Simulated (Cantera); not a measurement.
Mixture: CO : H2 : CH4 : O2 : N2 = 1 : 0.098 : 0.39 : 0.699 : 4.27 (molar parts), equivalence ratio 1.9, at 0.928 atm, adiabatic and at constant volume. Ignition delay is the time to a rise of 400 K.

Detailed kinetics in Cantera: GRI-Mech 3.0 (53 species, 325 reactions).

**Question.** Predict: delay at 1025 K; delay at 1125 K; delay at 1225 K; delay at 1325 K; delay at 1425 K; delay at 1525 K; apparent activation energy between 1325 and 1525 K.

**Answer.** 
| Item | Value |
|---|---|
| delay at 1025 K | 84.4 ms |
| delay at 1125 K | 30.3 ms |
| delay at 1225 K | 10.4 ms |
| delay at 1325 K | 3.66 ms |
| delay at 1425 K | 1.42 ms |
| delay at 1525 K | 0.621 ms |
| apparent activation energy between 1325 and 1525 K | 150 kJ/mol |
